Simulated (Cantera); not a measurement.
A perfectly stirred reactor is fed with CH4 : O2 : N2 = 1 : 3.28 : 12.3 (molar parts), equivalence ratio 0.61, at 1.01 bar; it is adiabatic with a 300 K inlet, and is followed from long to short residence time, starting on the burning branch (τ in s: 0.41, 0.14, 0.05, 0.018, 0.0062, 0.0022, 0.00076, 0.00027, 9.3e-05).

Detailed kinetics in Cantera: GRI-Mech 3.0 (53 species, 325 reactions).

Question: Predict: blow-out, bracketed by the residence times tried; x(CH4) at τ = 0.410 s; x(O2) at τ = 0.410 s; x(H) at τ = 0.410 s; x(H2O) at τ = 0.410 s; x(CH4) at τ = 6.20 ms; x(O2) at τ = 6.20 ms; x(CH2CO) at τ = 6.20 ms; x(H) at τ = 6.20 ms; x(H2O) at τ = 6.20 ms.

Answer: 
| Property | Result |
|---|---|
| blow-out, bracketed by the residence times tried | burning at 0.760 ms, out at 0.270 ms |
| x(CH4) at τ = 0.410 s | 6.13e-6 |
| x(O2) at τ = 0.410 s | 0.0771 |
| x(H) at τ = 0.410 s | 3.76e-6 |
| x(H2O) at τ = 0.410 s | 0.120 |
| x(CH4) at τ = 6.20 ms | 9.17e-5 |
| x(O2) at τ = 6.20 ms | 0.0778 |
| x(CH2CO) at τ = 6.20 ms | 2.27e-8 |
| x(H) at τ = 6.20 ms | 0.000187 |
| x(H2O) at τ = 6.20 ms | 0.118 |
